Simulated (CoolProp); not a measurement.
A single-stage vapour-compression cycle with the fluid: evaporating at 255.15 K (dew point), condensing at 309.15 K (bubble point), superheat 0 K, subcooling 2 K, compressor efficiency 0.65, no pressure losses. The same conditions are run with several fluids, on thermodynamics alone (safety and materials aside).

Computed with CoolProp (reference Helmholtz-energy equation of state of each fluid (R245fa: Akasaka 2015; R1233zd(E): Akasaka 2022; R1336mzz(E): Akasaka 2023; n-perfluoropentane: Gao 2022; R236FA: Pan 2012; n-perfluorobutane: Gao 2022)).

```tsv
fluid	cooling COP	pressure ratio	discharge temperature (K)	refrigerating effect (kJ/kg)	volumetric capacity (kJ/m³)
R245fa	2.47	?	329.3	?	206
R1233zd(E)	?	9.21	335.9	151	194
R1336mzz(E)	2.31	9.02	316.2	103	?
n-perfluoropentane	1.98	10.8	309.1	50.6	?
R236FA	2.32	8.02	318.1	104	372
n-perfluorobutane	1.80	?	309.2	44.4	260
```

Question: Some entries are withheld; supply them.

Answer: 
- R245fa, pressure ratio: 10.0
- R245fa, refrigerating effect (kJ/kg): 147
- R1233zd(E), cooling COP: 2.53
- R1336mzz(E), volumetric capacity (kJ/m³): 251
- n-perfluoropentane, volumetric capacity (kJ/m³): 82.9
- n-perfluorobutane, pressure ratio: 7.39

The compression ends wet for: n-perfluoropentane; n-perfluorobutane.
